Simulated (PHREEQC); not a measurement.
Consider water at 25 °C with 0.26 mol/kgw H2SO4, 0.0061 mol/kgw CuSO4 and 7.1e-05 mol/kgw Fe2(SO4)3. Closed to the air; pH follows from the charge balance.

Computed with PHREEQC (ion-association model, phreeqc.dat).

Precipitation was switched off in this run.

Question: Predict the pH.

Answer: pH 0.65.

Question: In which forms is Fe present?

Answer: FeHSO4+2 54 %, FeSO4+ 37 %, Fe(SO4)2- 6.0 %, Fe+3 2.9 % of the Fe.

Species that the database lacks are ignored.
